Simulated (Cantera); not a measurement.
A Cantera script and what it prints.

```python
import numpy as np
import cantera as ct

gas_names = """
    Br Br2 Ca CaBr CaBr2 CaO CaOH CaO2H2 Ca2 H HBr HO2 H2 H2O H2O2 O OH O2 O3
""".split()
cond_names = """
    Br2(cr) Br2(L) Ca(a) Ca(b) Ca(L) CaBr2(s) CaBr2(L) CaO(s) CaO(L) CaO2H2(s) H2O(s) H2O(L)
""".split()


# ... load() reads the species with a 1 bar reference pressure and builds the phases ...
atoms = {
    'CaO': {'Ca': 1, 'O': 1},
    'HBr': {'H': 1, 'Br': 1},
    'O2': {'O': 2},
}
top_T = {}  # K; cautious upper limits of use, not melting points


# ... equilibrate(T, P, feed) seeds the gas with the atoms and calls Mixture.equilibrate('TP', solver="vcs", rtol=1e-11, max_steps=5000) ...
results = []
feed = {'CaO': 1, 'HBr': 1.3, 'O2': 1.9}  # mol
P = 89000  # Pa
for T in [923, 1023, 1123, 1223, 1323, 1423, 1523, 1623, 1723, 1823, 1923]:
    mix = equilibrate(T, P, feed)
    results.append((T, P, feed, dict(zip(mix.species_names, mix.species_moles))))

top = {s: max(r[3][s] / sum(r[3][g] for g in gas_names) for r in results) for s in gas_names}
cols = sorted((s for s in top if top[s] > 0.0001), key=lambda s: -top[s])[:5]
seen = [c for c in cond_names if any(r[3].get(c, 0) > 1e-12 for r in results)]
print("log10 of partial pressures in bar; condensed amounts in mol")
print(f"{'T/K':>10s}" + "".join(f"{s[:9]:>10s}" for s in cols + seen))
for T, P, feed, n in results:
    ng = sum(n[g] for g in gas_names)
    print(f"{T:10.4g}" + "".join(f"{np.log10(max(n[s] / ng * P / 1e5, 1e-99)):10.3f}" for s in cols)
          + "".join(f"{n.get(c, 0):10.4g}" for c in seen))
```

Result:

```
log10 of partial pressures in bar; condensed amounts in mol
       T/K        O2       H2O        Br       Br2     CaBr2  CaBr2(s)  CaBr2(L)    CaO(s)
       923    -0.183    -0.647    -3.723    -2.110    -7.625    0.6269         0    0.3731
      1023    -0.190    -0.651    -2.989    -1.726    -6.059         0    0.5922    0.4078
      1123    -0.198    -0.656    -2.453    -1.546    -4.913         0     0.557     0.443
      1223    -0.208    -0.666    -2.011    -1.412    -3.974         0    0.5105    0.4892
      1323    -0.224    -0.681    -1.644    -1.314    -3.193         0    0.4478    0.5503
      1423    -0.247    -0.706    -1.334    -1.245    -2.536         0    0.3574    0.6335
      1523    -0.284    -0.745    -1.073    -1.203    -1.977         0    0.2145    0.7505
      1623    -0.336    -0.800    -0.868    -1.213    -1.528         0         0    0.8929
      1723    -0.339    -0.812    -0.802    -1.456    -1.389         0         0    0.8493
      1823    -0.341    -0.817    -0.767    -1.719    -1.314         0         0    0.8188
      1923    -0.343    -0.819    -0.747    -1.980    -1.275         0         0    0.8003
```

Equilibrium computed with Cantera from the NASA thermochemical tables; the gas is ideal and each condensed phase is pure. Mutual solubility and eutectic melting of coexisting phases are not modelled.
